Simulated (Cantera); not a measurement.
Predominance diagram of Ca at 477 °C against the partial pressures of O₂ and Cl₂ (log10, bar). Cantera with NASA thermochemical tables; ideal gases at 1 bar, condensed phases pure. Candidates: Ca(s), CaCl₂(s), CaO(s). Only these pure phases compete in this equilibrium. Not in the tables: oxide halides.

```
log p(Cl₂) \ log p(O₂)
        columns: -44, -41.2, -38.5, -35.8, -33, -30.2, -27.5, -24.8, -22, -19.2, -16.5, -13.8, -11, -8.2, -5.5, -2.8, 0
      1  A A A A A A A A A A A A A A A A A
   -3.4  A A A A A A A A A A A A A A A A A
   -7.8  A A A A A A A A A A A A A A A A A
  -12.2  A A A A A A A A A A A A A A B B B
  -16.5  A A A A A A A A A A A B B B B B B
  -20.9  A A A A A A A A B B B B B B B B B
  -25.3  A A A A B B B B B B B B B B B B B
  -29.7  A B B B B B B B B B B B B B B B B
  -34.1  B B B B B B B B B B B B B B B B B
  -38.5  B B B B B B B B B B B B B B B B B
  -42.8  B B B B B B B B B B B B B B B B B
  -47.2  B B B B B B B B B B B B B B B B B
  -51.6  B B B B B B B B B B B B B B B B B
    -56  B B B B B B B B B B B B B B B B B
```

A: CaCl₂(s); B: CaO(s).
